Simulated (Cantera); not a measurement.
A perfectly stirred reactor is fed with H₂ : O₂ : N₂ : NO = 1 : 0.704 : 2.65 : 0.0047 (molar parts), at 1900000 Pa; it is adiabatic with a 648 K inlet, and is followed from long to short residence time, starting on the burning branch (τ in s: 0.066, 0.023, 0.0078, 0.0027, 0.00093, 0.00032, 0.00011, 3.8e-05, 1.3e-05, 4.6e-06).

Cantera simulation using GRI-Mech 3.0 (53 species, 325 reactions); the numbers are that mechanism's predictions, not measurements. The hydrogen kinetics of GRI-Mech 3.0 are dated; newer H2 mechanisms differ, most at raised pressure. The pressure lies above the range GRI-Mech 3.0 was tuned for (to about 10 atm). The mechanism lacks 2 NO + O2 → 2 NO2 and HONO, so NO2 and the effect of NO are under-described below about 1400 K.

What does this change do: inlet temperature 648 to 575 K?


| quantity | before | after |
|---|---|---|
| blow-out, bracketed by the residence times tried | burning at 4.60 µs, the shortest tried | burning at 4.60 µs, the shortest tried |
| x(H₂) at τ = 66.0 ms | 0.000573 | 0.000418 |
| x(O₂) at τ = 66.0 ms | 0.0495 | 0.0502 |
| x(NO) at τ = 66.0 ms | 0.00606 | 0.00491 |
| x(N₂) at τ = 66.0 ms | 0.683 | 0.684 |
| x(OH) at τ = 66.0 ms | 0.00401 | 0.00329 |
| x(H₂) at τ = 0.320 ms | 0.00120 | 0.00111 |
| x(O₂) at τ = 0.320 ms | 0.0518 | 0.0520 |
| x(NO) at τ = 0.320 ms | 0.00138 | 0.00131 |
| x(N₂) at τ = 0.320 ms | 0.685 | 0.685 |
| x(OH) at τ = 0.320 ms | 0.00495 | 0.00427 |

What does this change do: inlet temperature 648 to 400 K?


```csv
quantity,before,after
"blow-out, bracketed by the residence times tried","burning at 4.60 µs, the shortest tried","burning at 4.60 µs, the shortest tried"
x(H₂) at τ = 66.0 ms,0.000573,0.000185
x(O₂) at τ = 66.0 ms,0.0495,0.0518
x(NO) at τ = 66.0 ms,0.00606,0.00244
x(N₂) at τ = 66.0 ms,0.683,0.686
x(OH) at τ = 66.0 ms,0.00401,0.00195
x(H₂) at τ = 0.320 ms,0.00120,0.00101
x(O₂) at τ = 0.320 ms,0.0518,0.0524
x(NO) at τ = 0.320 ms,0.00138,0.00124
x(N₂) at τ = 0.320 ms,0.685,0.686
x(OH) at τ = 0.320 ms,0.00495,0.00303
```
